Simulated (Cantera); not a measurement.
Adiabatic ignition

An adiabatic, constant-pressure homogeneous reactor starts with 8.79 % CO, 11.4 % H2, 0.334 % CH4, 13.3 % O2, 61.2 % N2, 5.01 % H2O, equivalence ratio 0.81, at 1200 K and 10.9 atm.

Detailed kinetics in Cantera: GRI-Mech 3.0 (53 species, 325 reactions).

```json
[
 {"t (s)": "2.00e-6", "T (K)": "1200", "x CO": "0.0879", "x H2": "0.114", "x CH4": "0.00334", "x C2H4": "<1e-12", "x CH2": "<1e-12", "x OH": "1.25e-9"},
 {"t (s)": "5.87e-6", "T (K)": "1200", "x CO": "0.0879", "x H2": "0.114", "x CH4": "0.00334", "x C2H4": "<1e-12", "x CH2": "<1e-12", "x OH": "2.56e-9"},
 {"t (s)": "1.72e-5", "T (K)": "1200", "x CO": "0.0879", "x H2": "0.114", "x CH4": "0.00334", "x C2H4": "<1e-12", "x CH2": "<1e-12", "x OH": "9.78e-9"},
 {"t (s)": "5.05e-5", "T (K)": "1201", "x CO": "0.0879", "x H2": "0.114", "x CH4": "0.00334", "x C2H4": "3.59e-11", "x CH2": "<1e-12", "x OH": "1.72e-7"},
 {"t (s)": "0.000148", "T (K)": "2587", "x CO": "0.00963", "x H2": "0.00293", "x CH4": "<1e-12", "x C2H4": "<1e-12", "x CH2": "<1e-12", "x OH": "0.00881"},
 {"t (s)": "0.000435", "T (K)": "2589", "x CO": "0.00924", "x H2": "0.00285", "x CH4": "<1e-12", "x C2H4": "<1e-12", "x CH2": "<1e-12", "x OH": "0.00862"},
 {"t (s)": "0.00128", "T (K)": "2584", "x CO": "0.00923", "x H2": "0.00285", "x CH4": "<1e-12", "x C2H4": "<1e-12", "x CH2": "<1e-12", "x OH": "0.00841"},
 {"t (s)": "0.00374", "T (K)": "2578", "x CO": "0.00922", "x H2": "0.00286", "x CH4": "<1e-12", "x C2H4": "<1e-12", "x CH2": "<1e-12", "x OH": "0.00815"},
 {"t (s)": "0.0110", "T (K)": "2576", "x CO": "0.00922", "x H2": "0.00286", "x CH4": "<1e-12", "x C2H4": "<1e-12", "x CH2": "<1e-12", "x OH": "0.00808"},
 {"t (s)": "0.0322", "T (K)": "2576", "x CO": "0.00922", "x H2": "0.00286", "x CH4": "<1e-12", "x C2H4": "<1e-12", "x CH2": "<1e-12", "x OH": "0.00808"},
 {"t (s)": "0.0945", "T (K)": "2576", "x CO": "0.00922", "x H2": "0.00286", "x CH4": "<1e-12", "x C2H4": "<1e-12", "x CH2": "<1e-12", "x OH": "0.00808"},
 {"t (s)": "0.277", "T (K)": "2576", "x CO": "0.00922", "x H2": "0.00286", "x CH4": "<1e-12", "x C2H4": "<1e-12", "x CH2": "<1e-12", "x OH": "0.00808"},
 {"t (s)": "0.813", "T (K)": "2576", "x CO": "0.00922", "x H2": "0.00286", "x CH4": "<1e-12", "x C2H4": "<1e-12", "x CH2": "<1e-12", "x OH": "0.00808"},
 {"t (s)": "2.39", "T (K)": "2576", "x CO": "0.00922", "x H2": "0.00286", "x CH4": "<1e-12", "x C2H4": "<1e-12", "x CH2": "<1e-12", "x OH": "0.00808"},
 {"t (s)": "7.00", "T (K)": "2576", "x CO": "0.00922", "x H2": "0.00286", "x CH4": "<1e-12", "x C2H4": "<1e-12", "x CH2": "<1e-12", "x OH": "0.00808"}
]
```
x: mole fraction; the columns are a selection and need not sum to one.

- time of steepest temperature rise: 0.119 ms
- temperature at 7.00 s: 2576 K
- equilibrium temperature: 2576 K
- x(CO) at 7.00 s: 0.00922 (gas-phase equilibrium 0.00922)
- x(H2) at 7.00 s: 0.00286 (gas-phase equilibrium 0.00286)
- x(CH4) at 7.00 s: <1e-12 (gas-phase equilibrium <1e-12)
